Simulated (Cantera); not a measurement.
Mixture: CH4 : O2 : N2 = 1 : 1.82 : 6.84 (molar parts), equivalence ratio 1.1, at 900 Torr, adiabatic and at constant volume. Ignition delay is the time to a rise of 400 K.

Computed with Cantera and GRI-Mech 3.0 (53 species, 325 reactions).

**Question.** What does this change do: 0.64 parts CO2 added?

**Answer.** 
```csv
quantity,before,after
delay at 1048 K,0.411 s,0.451 s
delay at 1198 K,40.4 ms,45.0 ms
delay at 1348 K,5.53 ms,6.19 ms
delay at 1498 K,1.02 ms,1.13 ms
delay at 1648 K,0.262 ms,0.286 ms
apparent activation energy between 1498 and 1648 K,190 kJ/mol,190 kJ/mol
```
